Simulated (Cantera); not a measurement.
A closed system holds: 1 mol Ta₂O₅, 15 mol H₂, 0.56 mol H₂O, at 1.00 bar.

Cantera equilibrium calculation (NASA polynomials, part measured and part estimated; ideal gas, pure solids and liquids). Candidate condensed phases: H₂O, Ta, Ta₂O₅; 12 gas species. Kinetics and transport are ignored.

x: gas mole fraction; n: condensed amount in mol.

```json
[
 {"T (K)": "1523", "x H₂": "0.964", "x H₂O": "0.0360", "x H": "?", "x OH": "2.61e-8", "x TaO₂": "<1e-12", "x O": "<1e-12", "n Ta₂O₅(s)": "1.00", "n Ta₂O₅(l)": "0"},
 {"T (K)": "1573", "x H₂": "0.964", "x H₂O": "0.0360", "x H": "?", "x OH": "5.38e-8", "x TaO₂": "4.99e-12", "x O": "1.87e-12", "n Ta₂O₅(s)": "1.00", "n Ta₂O₅(l)": "0"},
 {"T (K)": "1623", "x H₂": "0.964", "x H₂O": "0.0360", "x H": "?", "x OH": "1.06e-7", "x TaO₂": "2.39e-11", "x O": "6.15e-12", "n Ta₂O₅(s)": "1.00", "n Ta₂O₅(l)": "0"},
 {"T (K)": "1673", "x H₂": "0.964", "x H₂O": "0.0360", "x H": "?", "x OH": "2.01e-7", "x TaO₂": "1.04e-10", "x O": "1.88e-11", "n Ta₂O₅(s)": "1.00", "n Ta₂O₅(l)": "0"},
 {"T (K)": "1723", "x H₂": "0.964", "x H₂O": "0.0360", "x H": "?", "x OH": "3.66e-7", "x TaO₂": "4.11e-10", "x O": "5.41e-11", "n Ta₂O₅(s)": "1.00", "n Ta₂O₅(l)": "0"},
 {"T (K)": "1773", "x H₂": "0.964", "x H₂O": "0.0360", "x H": "?", "x OH": "6.46e-7", "x TaO₂": "1.50e-9", "x O": "1.46e-10", "n Ta₂O₅(s)": "1.00", "n Ta₂O₅(l)": "0"},
 {"T (K)": "1823", "x H₂": "0.964", "x H₂O": "0.0360", "x H": "?", "x OH": "1.11e-6", "x TaO₂": "5.11e-9", "x O": "3.75e-10", "n Ta₂O₅(s)": "1.00", "n Ta₂O₅(l)": "0"},
 {"T (K)": "1873", "x H₂": "0.963", "x H₂O": "0.0360", "x H": "?", "x OH": "1.84e-6", "x TaO₂": "1.62e-8", "x O": "9.14e-10", "n Ta₂O₅(s)": "1.00", "n Ta₂O₅(l)": "0"},
 {"T (K)": "1923", "x H₂": "0.963", "x H₂O": "0.0360", "x H": "?", "x OH": "2.97e-6", "x TaO₂": "4.84e-8", "x O": "2.13e-9", "n Ta₂O₅(s)": "1.00", "n Ta₂O₅(l)": "0"},
 {"T (K)": "1973", "x H₂": "0.963", "x H₂O": "0.0360", "x H": "?", "x OH": "4.69e-6", "x TaO₂": "1.36e-7", "x O": "4.75e-9", "n Ta₂O₅(s)": "1.000", "n Ta₂O₅(l)": "0"},
 {"T (K)": "2023", "x H₂": "0.962", "x H₂O": "0.0359", "x H": "?", "x OH": "7.25e-6", "x TaO₂": "3.63e-7", "x O": "1.02e-8", "n Ta₂O₅(s)": "1.000", "n Ta₂O₅(l)": "0"},
 {"T (K)": "2073", "x H₂": "0.961", "x H₂O": "0.0359", "x H": "?", "x OH": "1.10e-5", "x TaO₂": "8.99e-7", "x O": "2.11e-8", "n Ta₂O₅(s)": "0", "n Ta₂O₅(l)": "1.000"},
 {"T (K)": "2123", "x H₂": "0.961", "x H₂O": "0.0359", "x H": "?", "x OH": "1.63e-5", "x TaO₂": "2.00e-6", "x O": "4.22e-8", "n Ta₂O₅(s)": "0", "n Ta₂O₅(l)": "1.000"},
 {"T (K)": "2173", "x H₂": "0.959", "x H₂O": "0.0359", "x H": "?", "x OH": "2.37e-5", "x TaO₂": "4.29e-6", "x O": "8.18e-8", "n Ta₂O₅(s)": "0", "n Ta₂O₅(l)": "1.000"}
]
```

### Question
What belongs in the gaps?

### Answer

- 1523, x H: 2.27e-5
- 1573, x H: 3.99e-5
- 1623, x H: 6.79e-5
- 1673, x H: 0.000112
- 1723, x H: 0.000179
- 1773, x H: 0.000279
- 1823, x H: 0.000425
- 1873, x H: 0.000633
- 1923, x H: 0.000924
- 1973, x H: 0.00132
- 2023, x H: 0.00186
- 2073, x H: 0.00258
- 2123, x H: 0.00352
- 2173, x H: 0.00473
